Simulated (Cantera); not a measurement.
A closed system holds: 1 mol BF₃, 5.2 mol H₂O, equilibrated at 1.13 Torr.

Equilibrium computed with Cantera from the NASA thermochemical tables; the gas is ideal and each condensed phase is pure. Candidate condensed phases: B, B₂O₃, B₃O₃H₃, H₂O; 43 gas species. Gases not in the tables: H₃BO₃. The numbers say what is thermodynamically allowed, not how fast it happens.

Q: Which condensed phases are stable at each of these points (T (°C)): 775, 850, 925, 1000, 1075, 1150, 1225, 1300, 1375, 1450, 1525, 1600?

A: 
```csv
T (°C),condensed phases,B condensed (%)
775,B₂O₃(l),70.4
850,B₂O₃(l),69.7
925,B₂O₃(l),53.1
1000,B₂O₃(l),5.4
1075,gas only,0.0
1150,gas only,0.0
1225,gas only,0.0
1300,gas only,0.0
1375,gas only,0.0
1450,gas only,0.0
1525,gas only,0.0
1600,gas only,0.0
```

From 775 °C to 1000 °C the condensed part is B₂O₃(l). From 1075 °C to 1600 °C nothing is condensed.
